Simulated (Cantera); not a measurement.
**Silicon oxide and oxynitride deposition: SiCl4 + O2 + N2**

Feed: 1 mol SiCl4, a varied amount of O2, 6.3 mol N2, at 1023.15 K and 0.180 bar.

Equilibrium computed with Cantera from the NASA thermochemical tables; the gas is ideal and each condensed phase is pure. Candidate condensed phases: Si, SiO2, Si2N2O, Si3N4; 23 gas species. Rates play no part.

From 0.91 mol O2 to 5.5 mol O2 the condensed part is SiO2(β-quartz).

```
n(O2) (mol)   x N2      x O2  x Cl2   x SiCl4      x Cl     x NO     x ClO    x NO2  n SiO2(β-quartz)
-----------  -----  --------  -----  --------  --------  -------  --------  -------  ----------------
0.91         0.767  3.37e-10  0.221    0.0110  0.000604  1.59e-9  2.75e-10   <1e-12             0.910
1.1          0.750    0.0119  0.238  3.58e-10  0.000626  9.31e-6   1.69e-6  4.34e-8              1.00
1.4          0.724    0.0460  0.230  8.65e-11  0.000615  1.80e-5   3.27e-6  1.65e-7              1.00
1.7          0.700    0.0777  0.222  4.78e-11  0.000605  2.30e-5   4.19e-6  2.74e-7              1.00
2            0.677     0.107  0.215  3.24e-11  0.000595  2.66e-5   4.84e-6  3.72e-7              1.00
2.5          0.643     0.153  0.204  2.05e-11  0.000580  3.09e-5   5.63e-6  5.16e-7              1.00
3            0.611     0.194  0.194  1.46e-11  0.000565  3.40e-5   6.18e-6  6.39e-7              1.00
3.7          0.573     0.245  0.181  1.01e-11  0.000547  3.70e-5   6.73e-6  7.82e-7              1.00
4.5          0.534     0.297  0.169  7.28e-12  0.000528  3.92e-5   7.14e-6  9.12e-7              1.00
5.5          0.492     0.351  0.156  5.22e-12  0.000507  4.10e-5   7.46e-6  1.04e-6              1.00
```
x: gas mole fraction; n: condensed amount in mol.
